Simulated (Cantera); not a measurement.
Thermodynamics of halide evaporation, hydrolysis and transport, feed CuF2 + HF + H2

Input: 1 mol CuF2, 0.028 mol HF, 9.6 mol H2, equilibrated at 1.35 Torr.

Cantera equilibrium calculation (NASA polynomials, part measured and part estimated; ideal gas, pure solids and liquids). Candidate condensed phases: Cu, CuF2; 15 gas species. Rates play no part.

```tsv
T (K)	log p H2	log p HF	log p Cu	log p H	log p CuF	log p Cu2	log p F	n Cu(s)	n Cu(l)
700	-2.84	-3.46	<-14	<-14	<-14	<-14	<-14	1.00	0
800	-2.84	-3.46	<-14	-12.96	-14.68	<-14	<-14	1.00	0
900	-2.84	-3.46	-12.74	-11.35	-12.82	<-14	<-14	1.00	0
1000	-2.84	-3.46	-10.81	-10.06	-11.33	<-14	<-14	1.00	0
1100	-2.84	-3.46	-9.23	-9.01	-10.11	-14.32	<-14	1.000	0
1200	-2.84	-3.46	-7.91	-8.12	-9.10	-12.46	-14.49	1.000	0
1300	-2.84	-3.46	-6.80	-7.37	-8.25	-10.89	-13.29	0.999	0
1400	-2.84	-3.46	-5.87	-6.73	-7.54	-9.58	-12.26	0	0.992
1500	-2.84	-3.47	-5.08	-6.17	-6.94	-8.49	-11.36	0	0.950
1600	-2.85	-3.47	-4.40	-5.69	-6.43	-7.55	-10.58	0	0.757
1700	-2.88	-3.51	-3.81	-5.27	-6.00	-6.75	-9.91	0	0
1800	-2.88	-3.51	-3.81	-4.89	-6.13	-7.08	-9.29	0	0
1900	-2.88	-3.51	-3.82	-4.54	-6.25	-7.38	-8.74	0	0
```
log p: log10 of the partial pressure in bar; n: condensed amount in mol.

From 700 K to 1300 K the condensed part is Cu(s). From 1400 K to 1600 K the condensed part is Cu(l). From 1700 K to 1900 K nothing is condensed.
